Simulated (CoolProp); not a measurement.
Computed with CoolProp (reference Helmholtz-energy equation of state, Gao 2020).

**Question.** For ammonia, give the phase and the Joule-Thomson coefficient (K/MPa), viscosity (µPa s) at 409.2 K and 0.409 bar; 409.2 K and 7.27 bar; 409.2 K and 37.7 bar.

**Answer.** 
- 409.2 K and 0.409 bar: gas; Joule-Thomson coefficient 9.98, viscosity 14.3
- 409.2 K and 7.27 bar: gas; Joule-Thomson coefficient 9.87, viscosity 14.3
- 409.2 K and 37.7 bar: gas; Joule-Thomson coefficient 9.34, viscosity 14.3

Viscosity comes from a separate model (Fenghour 1995).
